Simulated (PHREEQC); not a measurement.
A solution holds 0.013 mol/kgw HNO3 and 0.0046 mol/kgw KCl, at 68 °C. Closed to the air; pH follows from the charge balance.

Computed with PHREEQC (ion-association model, phreeqc.dat).

```
quantity             before  after
-------------------  ------  -----
pH                     1.94   3.89
SI of Sylvite (KCl)   -5.89  -9.78
```

Question: Which change was made?
A. diluted 100-fold with water
B. HNO3 from 0.013 to 0.0013 mol/kgw
C. temperature from 68 to 50 °C
D. temperature from 68 to 15 °C
E. HNO3 from 0.013 to 0.0065 mol/kgw

Answer: A, diluted 100-fold with water

No solid was allowed to form. Constants without temperature data keep their 25 °C values here.
